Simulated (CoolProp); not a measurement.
Vapour-liquid equilibrium of CHF3 (R23) (1) + sulfur hexafluoride (2) at 262.8 K; x and y are mole fractions of (1).

Model: multi-fluid Helmholtz-energy mixture model, Penoncello 2003 and Guder 2009; pair parameters Bell 2016, in CoolProp.

### Question
Give the bubble pressure and the first vapour's composition at x = 0.5, 0.8, 0.95. Is there an azeotrope?

### Answer
x = 0.5: 1775 kPa, y = 0.612; x = 0.8: 1909 kPa, y = 0.808; x = 0.95: 1891 kPa, y = 0.943. y crosses x between x = 0.8 and 0.875: the model has an azeotrope there.

The pair parameters rest on a limited set of measurements; away from them the model extrapolates.
